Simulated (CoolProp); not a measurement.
Vapour-liquid equilibrium of isobutene (1) + n-octane (2) at 0.0451 MPa; x and y are mole fractions of (1).

The numbers come from the multi-fluid Helmholtz-energy mixture model, Lemmon 2005 and Beckmüller 2019; pair parameters Bell 2016 in CoolProp.

Q: Give the bubble temperature and the first vapour's composition at x = 0.15, 0.35, 0.55. Is there an azeotrope?

A: x = 0.15: 24.2 °C, y = 0.965; x = 0.35: -0.4 °C, y = 0.994; x = 0.55: -12.1 °C, y = 0.998. No azeotrope shows between x = 0.05 and 0.95.

The pair parameters rest on a limited set of measurements; away from them the model extrapolates.
